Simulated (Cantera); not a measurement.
Cantera run:

```python
import numpy as np
import cantera as ct

gas_names = """
    Electron N N+ N- N2 N2+ N2- Si Si+ SiN Si2 Si2N Si3
""".split()
cond_names = """
    Si(cr) Si(L) Si3N4(a)
""".split()


def load(file, names, dense=False):
    # The tables refer to 1 bar. Condensed volumes are neglected.
    table = {s.name: s for s in ct.Species.list_from_file(file)}
    out = []
    for n in names:
        d = dict(table[n].input_data)
        d["thermo"] = dict(d["thermo"], **{"reference-pressure": 1e5})
        if dense:
            d["equation-of-state"] = {"model": "constant-volume", "density": "1e6 g/cm^3"}
        out.append(ct.Species.from_dict(d))
    return out


gas = ct.Solution(thermo="ideal-gas", species=load("nasa_gas.yaml", gas_names))
cond = {s.name: ct.Solution(thermo="fixed-stoichiometry", species=[s], name=s.name)
        for s in load("nasa_condensed.yaml", cond_names, dense=True)}
atoms = {
    'Si3N4': {'Si': 3, 'N': 4},
    'Si': {'Si': 1},
    'N2': {'N': 2},
}
top_T = {'Si3N4(a)': 2400}  # K; cautious upper limits of use, not melting points


def equilibrate(T, P, feed):
    n = {}
    for name, mol in feed.items():
        for a, k in atoms[name].items():
            n[a] = n.get(a, 0.0) + k * mol
    gas.TPX = T, P, n
    mass = sum(n.values()) * gas.mean_molecular_weight
    gas.equilibrate("TP")
    valid = [c for c in cond.values() if c.min_temp <= T <= top_T.get(c.name, c.max_temp)]
    mix = ct.Mixture([(gas, mass / gas.mean_molecular_weight)] + [(c, 0.0) for c in valid])
    mix.T, mix.P = T, P
    mix.equilibrate("TP", solver="vcs", rtol=1e-11, max_steps=5000)
    return mix


results = []
feed = {'Si3N4': 1, 'Si': 0.011, 'N2': 0.37}  # mol
P = 4.5  # Pa
for T in [2500, 2750, 3000, 3250, 3500, 3750, 4000, 4250, 4500, 4750, 5000]:
    mix = equilibrate(T, P, feed)
    results.append((T, P, feed, dict(zip(mix.species_names, mix.species_moles))))

top = {s: max(r[3][s] / sum(r[3][g] for g in gas_names) for r in results) for s in gas_names}
cols = sorted((s for s in top if top[s] > 1e-06), key=lambda s: -top[s])[:7]
seen = [c for c in cond_names if any(r[3].get(c, 0) > 1e-12 for r in results)]
print("log10 of partial pressures in bar; condensed amounts in mol")
print(f"{'T/K':>10s}" + "".join(f"{s[:9]:>10s}" for s in cols + seen))
for T, P, feed, n in results:
    ng = sum(n[g] for g in gas_names)
    print(f"{T:10.4g}" + "".join(f"{np.log10(max(n[s] / ng * P / 1e5, 1e-99)):10.3f}" for s in cols)
          + "".join(f"{n.get(c, 0):10.4g}" for c in seen))
```

It prints:

```
log10 of partial pressures in bar; condensed amounts in mol
       T/K        Si         N        N2  Electron       Si+       SiN       Si2
      2500    -4.599    -8.886    -4.703    -9.454    -9.454    -7.948    -8.448
      2750    -4.599    -7.971    -4.703    -8.656    -8.656    -8.096    -9.041
      3000    -4.600    -7.208    -4.704    -7.988    -7.988    -8.219    -9.538
      3250    -4.601    -6.563    -4.708    -7.420    -7.420    -8.326    -9.961
      3500    -4.607    -6.014    -4.720    -6.932    -6.932    -8.424   -10.334
      3750    -4.621    -5.550    -4.753    -6.512    -6.512    -8.531   -10.677
      4000    -4.654    -5.168    -4.835    -6.153    -6.153    -8.669   -11.018
      4250    -4.714    -4.883    -5.010    -5.849    -5.849    -8.874   -11.382
      4500    -4.802    -4.711    -5.330    -5.595    -5.595    -9.171   -11.775
      4750    -4.909    -4.643    -5.791    -5.381    -5.381    -9.553   -12.184
      5000    -5.044    -4.637    -6.316    -5.206    -5.206    -9.991   -12.631
```

Equilibrium computed with Cantera from the NASA thermochemical tables; the gas is ideal and each condensed phase is pure. The tables' values for SiN are old estimates; treat these amounts as uncertain.
